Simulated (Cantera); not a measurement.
Input (Python, Cantera) and output of one run.

```python
import numpy as np
import cantera as ct

gas_names = [...]  # 114 gases of nasa_gas.yaml made of C, Fe, H, O
cond_names = """
    C(gr) C6H6(L) C7H8(L) C8H18(L),n-octa Fe(a) Fe(c) Fe(d) Fe(L) FeC5O5(L) FeO(s) FeO(L) Fe(OH)2(s)
    Fe(OH)3(s) Fe2O3(s) Fe3O4(s) H2O(s) H2O(L)
""".split()


# ... load() reads the species with a 1 bar reference pressure and builds the phases ...
atoms = {
    'Fe2O3': {'Fe': 2, 'O': 3},
    'CH4': {'C': 1, 'H': 4},
    'CO': {'C': 1, 'O': 1},
}
top_T = {'C(gr)': 4500, 'Fe2O3(s)': 1830, 'Fe3O4(s)': 1870}  # K; cautious upper limits of use, not melting points


# ... equilibrate(T, P, feed) seeds the gas with the atoms and calls Mixture.equilibrate('TP', solver="vcs", rtol=1e-11, max_steps=5000) ...
results = []
feed = {'Fe2O3': 1, 'CH4': 0.57, 'CO': 0.022}  # mol
P = 610000  # Pa
for T in [1273, 1348, 1423, 1498, 1573, 1648, 1723, 1798, 1873, 1948, 2023, 2098, 2173, 2248]:
    mix = equilibrate(T, P, feed)
    results.append((T, P, feed, dict(zip(mix.species_names, mix.species_moles))))

top = {s: max(r[3][s] / sum(r[3][g] for g in gas_names) for r in results) for s in gas_names}
cols = sorted((s for s in top if top[s] > 0.0001), key=lambda s: -top[s])[:9]
seen = [c for c in cond_names if any(r[3].get(c, 0) > 1e-12 for r in results)]
print("log10 of partial pressures in bar; condensed amounts in mol")
print(f"{'T/K':>10s}" + "".join(f"{s[:9]:>10s}" for s in cols + seen))
for T, P, feed, n in results:
    ng = sum(n[g] for g in gas_names)
    print(f"{T:10.4g}" + "".join(f"{np.log10(max(n[s] / ng * P / 1e5, 1e-99)):10.3f}" for s in cols)
          + "".join(f"{n.get(c, 0):10.4g}" for c in seen))
```

Result:

```
log10 of partial pressures in bar; condensed amounts in mol
       T/K        H2        CO       H2O       CO2         H        Fe       CH4   Fe(OH)2        OH     Fe(c)     Fe(d)    FeO(s)    FeO(L)
      1273     0.461     0.227     0.051    -0.402    -5.917    -9.396    -2.393    -5.873    -8.265         0         0         2         0
      1348     0.456     0.237     0.064    -0.446    -5.408    -8.452    -2.927    -5.449    -7.593         0         0         2         0
      1423     0.451     0.245     0.075    -0.486    -4.952    -7.612    -3.406    -5.071    -6.992         0         0         2         0
      1498     0.447     0.252     0.084    -0.523    -4.541    -6.859    -3.836    -4.732    -6.451         0         0         2         0
      1573     0.443     0.257     0.094    -0.554    -4.169    -6.182    -4.228    -4.426    -5.961  0.001851         0     1.998         0
      1648     0.435     0.259     0.112    -0.570    -3.833    -5.584    -4.608    -4.139    -5.503   0.01379         0     1.986         0
      1723     0.438     0.265     0.106    -0.612    -3.520    -5.040    -4.897    -3.932    -5.113         0   0.00164         0     1.998
      1798     0.436     0.269     0.109    -0.640    -3.235    -4.558    -5.184    -3.737    -4.745         0         0         0         2
      1873     0.434     0.271     0.113    -0.663    -2.973    -4.118    -5.450    -3.556    -4.404         0         0         0         2
      1948     0.432     0.274     0.116    -0.685    -2.731    -3.715    -5.695    -3.392    -4.090         0         0         0         2
      2023     0.431     0.276     0.119    -0.705    -2.506    -3.343    -5.921    -3.240    -3.800         0         0         0         2
      2098     0.429     0.277     0.122    -0.723    -2.297    -3.000    -6.129    -3.100    -3.530         0         0         0     1.999
      2173     0.427     0.279     0.124    -0.739    -2.103    -2.682    -6.323    -2.971    -3.279         0         0         0     1.999
      2248     0.425     0.280     0.126    -0.755    -1.921    -2.387    -6.505    -2.852    -3.045         0         0         0     1.998
```

Cantera equilibrium calculation (NASA polynomials, part measured and part estimated; ideal gas, pure solids and liquids). Mutual solubility and eutectic melting of coexisting phases are not modelled. The tables' stoichiometric FeO is somewhat more stable than real wüstite, so its field is too wide. FeO: taken at fixed stoichiometry.
